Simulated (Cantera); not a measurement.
A closed system holds: 1 mol CH3F, 0.038 mol H2, held at 2375 K and 1.00 Torr.

These are equilibrium values from Cantera (NASA tables, ideal gas, pure condensed phases), not measurements of a reactor. Candidate condensed phases: C, C6H6, C7H8, C8H18; 95 gas species. Equilibrium is a limit: real reactors are often held back by kinetics, nucleation or transport.

Base state: HF 0.435, H2 0.338, H 0.224, C2H2 (acetylene) 0.00210, F 0.000429, C2H 7.57e-5, C3 4.80e-5, C 2.04e-5 (mole fractions); condensed: C(graphite).

Task: What changes in the equilibrium state with this change: pressure from 1.00 Torr to 113 Torr?

Result: 
| species | before | after |
|---|---|---|
| H2 | 0.338 | 0.487 |
| HF | 0.435 | 0.484 |
| H | 0.224 | 0.0254 |
| C3 | 4.80e-5 | 4.26e-7 |
| C | 2.04e-5 | 1.82e-7 |
| F | 0.000429 | 3.75e-5 |
| C2H | 7.57e-5 | 8.56e-6 |
| C2H2 (acetylene) | 0.00210 | 0.00302 |
| C(graphite), mol | 0.990 | 0.987 |
